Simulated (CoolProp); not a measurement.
Aqueous methanol as a coolant, 31 % by mass, freezing at -26.9 °C, 1 atm.

Computed with CoolProp (Melinder's fits for secondary coolants).

```tsv
T (°C)	conductivity (W/(m K))	cp (kJ/(kg K))	Prandtl number	density (kg/m³)
-20	0.399	3.661	86.0	966.1
-10.2	0.406	3.761	?	?
-0.4	?	3.848	34.6	959.0
9.5	?	3.918	23.8	954.8
19.3	0.427	3.969	?	950.2
29.1	0.434	?	12.7	945.2
38.9	0.441	?	9.71	?
```

### Question
Complete the blanks.

### Answer

- -10.2, Prandtl number: 52.9
- -10.2, density (kg/m³): 962.8
- -0.4, conductivity (W/(m K)): 0.413
- 9.5, conductivity (W/(m K)): 0.420
- 19.3, Prandtl number: 17.1
- 29.1, cp (kJ/(kg K)): 3.999
- 38.9, cp (kJ/(kg K)): 4.004
- 38.9, density (kg/m³): 939.7
